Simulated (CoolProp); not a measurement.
A single-stage vapour-compression cycle with dimethyl ether: evaporating at 251.15 K (dew point), condensing at 313.15 K (bubble point), superheat 0 K, subcooling 5 K, compressor efficiency 0.6, no pressure losses. Each further row changes one setting.

Values from CoolProp's reference Helmholtz-energy equation of state, Wu 2011.

```tsv
case	cooling COP	pressure ratio	discharge temperature (K)	refrigerating effect (kJ/kg)	volumetric capacity (kJ/m³)
as stated	1.96	7.79	371.8	327	859
evaporating temperature 256.15 K	2.22	___	___	333	1060
condensing temperature 308.15 K	2.19	6.83	363.8	340	892
subcooling 10 K	2.04	7.79	371.8	340	892
superheat 10 K	1.96	7.79	383.8	341	857
compressor efficiency 0.5	___	7.79	390.3	327	859
```

### Question
Some entries are withheld; supply them.

### Answer

- evaporating temperature 256.15 K, pressure ratio: 6.33
- evaporating temperature 256.15 K, discharge temperature (K): 365.2
- compressor efficiency 0.5, cooling COP: 1.64
